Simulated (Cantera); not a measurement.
**Adiabatic ignition**

An adiabatic, constant-volume homogeneous reactor starts with 12.9 % CH4, 10.3 % CO, 16.1 % O2, 60.6 % N2, equivalence ratio 1.9, at 1525 K and 28.0 bar.

Computed with Cantera and GRI-Mech 3.0 (53 species, 325 reactions). The pressure lies above the range GRI-Mech 3.0 was tuned for (to about 10 atm). Above 3000 K some thermodynamic fits are extrapolated.

| t (s) | T (K) | P (bar) | x CH4 | x CO | x O2 | x CH2CO | x C2H2 | x OH |
|---|---|---|---|---|---|---|---|---|
| 1.00e-6 | 1525 | 28.0 | 0.129 | 0.103 | 0.161 | 4.45e-10 | <1e-12 | 4.93e-8 |
| 3.39e-6 | 1525 | 28.0 | 0.129 | 0.103 | 0.161 | 6.92e-9 | 8.20e-12 | 1.09e-7 |
| 1.15e-5 | 1526 | 28.0 | 0.129 | 0.103 | 0.161 | 9.63e-8 | 1.82e-9 | 2.46e-7 |
| 3.89e-5 | 1539 | 28.3 | 0.127 | 0.103 | 0.160 | 1.44e-6 | 1.51e-7 | 5.77e-7 |
| 0.000132 | 3022 | 61.2 | 2.19e-9 | 0.176 | 8.34e-5 | 3.24e-11 | 2.13e-11 | 0.00328 |
| 0.000447 | 3021 | 61.2 | 2.20e-9 | 0.176 | 8.30e-5 | 3.25e-11 | 2.13e-11 | 0.00328 |
| 0.00152 | 3021 | 61.2 | 2.20e-9 | 0.176 | 8.30e-5 | 3.25e-11 | 2.13e-11 | 0.00328 |
| 0.00514 | 3021 | 61.2 | 2.20e-9 | 0.176 | 8.30e-5 | 3.25e-11 | 2.13e-11 | 0.00328 |
| 0.0174 | 3021 | 61.2 | 2.20e-9 | 0.176 | 8.30e-5 | 3.25e-11 | 2.13e-11 | 0.00328 |
| 0.0590 | 3021 | 61.2 | 2.20e-9 | 0.176 | 8.30e-5 | 3.25e-11 | 2.13e-11 | 0.00328 |
| 0.200 | 3021 | 61.2 | 2.20e-9 | 0.176 | 8.30e-5 | 3.25e-11 | 2.13e-11 | 0.00328 |
x: mole fraction; the columns are a selection and need not sum to one.

```yaml
time_of_steepest_temperature_rise: 97.3 µs
temperature at 0.200 s: 3021 K
equilibrium_temperature: 3021 K
x(CH4) at 0.200 s: 2.20e-9 (gas-phase equilibrium 2.45e-9)
x(CO) at 0.200 s: 0.176 (gas-phase equilibrium 0.176)
x(O2) at 0.200 s: 8.30e-5 (gas-phase equilibrium 8.30e-5)
```
